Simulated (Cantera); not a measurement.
Input: 1 mol FeS2, 0.14 mol SO2, 4.1 mol CO2, at 0.150 bar.

Method: chemical equilibrium by Gibbs-energy minimisation in Cantera with the NASA 1993 tables (ideal gas, pure condensed phases). Candidate condensed phases: C, Fe, Fe(CO)5, FeO, FeS, FeSO4, FeS2, Fe2O3, Fe2(SO4)3, Fe3O4, S; 25 gas species. FeS: taken at fixed stoichiometry. Kinetics and transport are ignored. All values below are at 1300 K.

Base state: CO2 0.760, CO 0.0840, S2 0.0788, SO2 0.0717, COS 0.00327, S2O 0.00130, SO 0.000439 (mole fractions); condensed: FeS(s).

Problem. What changes in the equilibrium state with this change: CO2 from 4.1 to 0.36 mol?

Solution. 
| species | before | after |
|---|---|---|
| S2 | 0.0788 | 0.479 |
| CO2 | 0.760 | 0.317 |
| SO2 | 0.0717 | 0.155 |
| CO | 0.0840 | 0.0373 |
| S2O | 0.00130 | 0.00740 |
| SO | 0.000439 | 0.00101 |
| COS | 0.00327 | 0.00358 |
| FeS(s), mol | 1.00 | 1.00 |
